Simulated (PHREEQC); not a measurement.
Consider water at 25 °C with 15 mmol/kgw KH2PO4. Closed to the air; pH follows from the charge balance.

Equilibrium calculation in PHREEQC: ion-association model, phreeqc.dat.

The ionic strength comes out as 0.0151 mol/kgw. What activity coefficients do KHPO4-, K+, H2PO4-, HPO4-2, H+ get?

KHPO4- 0.89, K+ 0.88, H2PO4- 0.89, HPO4-2 0.62, H+ 0.90.

This is a speciation only: nothing precipitates in the calculation. Species that the database lacks are ignored.
